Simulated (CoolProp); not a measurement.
The fluid at 298.15 K and 11.8 MPa is throttled through a valve to 2.61 MPa with no heat exchange. The same conditions are run with several fluids, on thermodynamics alone (safety and materials aside).

Values from CoolProp's reference Helmholtz-energy equation of state of each fluid (carbon monoxide: Lemmon 2006; oxygen: Schmidt 1985; dry air: Lemmon 2000; CF4 (R14): Platzer 1990; ethylene: Smukala 2000). The equations of Platzer and Polt are older, rougher fits. Blends and air are pseudo-pure fits.

| fluid | temperature change (K) | final phase | final density (kg/m³) |
|---|---|---|---|
| carbon monoxide | -18.1 | gas | 31.8 |
| oxygen | -22.2 | gas | 37.3 |
| dry air | -17.1 | gas | 32.7 |
| CF4 (R14) | -50.1 | gas | 139 |
| ethylene | -43.8 | two-phase, vapour fraction 0.440 | 101 |
